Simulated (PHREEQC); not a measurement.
Dissolve 160 mmol/kgw Cd(NO3)2 at 20 °C. Closed to the air; pH follows from the charge balance.

Computed with PHREEQC (ion-association model, phreeqc.dat).

```tsv
quantity	before	after
pH	5.56	6.00
ionic strength (mol/kgw)	0.424	0.0920
NO3- (mol/kgw)	0.292	0.0620
```

Q: What was changed between the two runs?
A) Cd(NO3)2 replaced by HNO3 at the same molality
B) temperature from 20 to 15 °C
C) Cd(NO3)2 from 0.16 to 0.08 mol/kgw
D) diluted 5-fold with water

A: D, diluted 5-fold with water

No solid was allowed to form.
